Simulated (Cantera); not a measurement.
Charge: 1 mol MgO, 0.54 mol Cl₂, a varied amount of H₂O, equilibrated at 1.00 bar.

Method: chemical equilibrium by Gibbs-energy minimisation in Cantera with the NASA 1993 tables (ideal gas, pure condensed phases). Candidate condensed phases: H₂O, Mg, MgCl₂, MgO, Mg(OH)₂; 22 gas species. Mutual solubility and eutectic melting of coexisting phases are not modelled. Equilibrium is a limit: real reactors are often held back by kinetics, nucleation or transport.

Q: What condenses at these points (T in °C, n(H₂O) in mol): (1027, 0.097); (1227, 0.14); (1327, 0.14); (1177, 0.16); (827, 0.055)?

A: 
| T (°C) | n(H₂O) in mol | condensed phases | Mg condensed (%) |
|---|---|---|---|
| 1027 | 0.097 | MgO | 97.8 |
| 1227 | 0.14 | MgO | 87.8 |
| 1327 | 0.14 | MgO | 79.9 |
| 1177 | 0.16 | MgO | 91.9 |
| 827 | 0.055 | MgCl₂ + MgO | 99.9 |
